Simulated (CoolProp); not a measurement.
R1233zd(E) at 298.15 K and 0.0488 MPa is throttled through a valve to 0.0018 MPa with no heat exchange. Each further row changes one setting.

Computed with CoolProp (reference Helmholtz-energy equation of state, Akasaka 2022).

| case | temperature change (K) | final density (kg/m³) |
|---|---|---|
| as stated | -1.4 | (withheld) |
| outlet pressure 0.00054 MPa | (withheld) | 0.0286 |
| outlet pressure 0.00234 MPa | -1.4 | (withheld) |

**Question.** Complete the blanks.

**Answer.** 
- as stated, final density (kg/m³): 0.0953
- outlet pressure 0.00054 MPa, temperature change (K): -1.5
- outlet pressure 0.00234 MPa, final density (kg/m³): 0.124
